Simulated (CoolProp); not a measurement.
Vapour-liquid equilibrium of p-xylene (1) + n-undecane (2) at 226.15 °C; x and y are mole fractions of (1).

Computed with CoolProp (multi-fluid Helmholtz-energy mixture model, Zhou 2012 and Aleksandrov 2011; pair parameters Bell 2016).

```tsv
x	bubble pressure (bar)	y at the bubble point	dew pressure at overall composition x (bar)	liquid density (mol/L)
0.05	2.215	[?]	2.096	3.731
0.2	2.822	0.402	2.355	3.994
0.35	[?]	0.593	2.686	[?]
0.5	4.147	[?]	[?]	4.627
0.65	4.866	0.836	3.719	5.011
0.8	5.621	0.917	4.593	5.455
0.95	[?]	0.982	5.995	5.973
```

Problem. Fill in the missing entries.

Solution. 
- 0.05, y at the bubble point: 0.123
- 0.35, bubble pressure (bar): 3.466
- 0.35, liquid density (mol/L): 4.291
- 0.5, y at the bubble point: 0.731
- 0.5, dew pressure at overall composition x (bar): 3.120
- 0.95, bubble pressure (bar): 6.407

No azeotrope shows between x = 0.05 and 0.95.

The pair parameters rest on a limited set of measurements; away from them the model extrapolates.
